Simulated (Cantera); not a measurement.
Feed: 1 mol Cu, 1.3 mol F2, 1.9 mol H2, at 0.00133 bar.

Method: chemical equilibrium by Gibbs-energy minimisation in Cantera with the NASA 1993 tables (ideal gas, pure condensed phases). Candidate condensed phases: Cu, CuF2; 15 gas species. Rates play no part.

Problem. Which condensed phases are stable at each of these points (T (K)): 875, 925, 975, 1025, 1075, 1125, 1175, 1225, 1275, 1325, 1375?

Solution. 
```csv
T (K),condensed phases,Cu condensed (%)
875,Cu(s),100.0
925,Cu(s),100.0
975,Cu(s),100.0
1025,Cu(s),100.0
1075,Cu(s),100.0
1125,Cu(s),100.0
1175,Cu(s),100.0
1225,Cu(s),100.0
1275,Cu(s),100.0
1325,Cu(s),99.9
1375,Cu(l),99.8
```

From 875 K to 1325 K the condensed part is Cu(s). At 1375 K the condensed part is Cu(l).
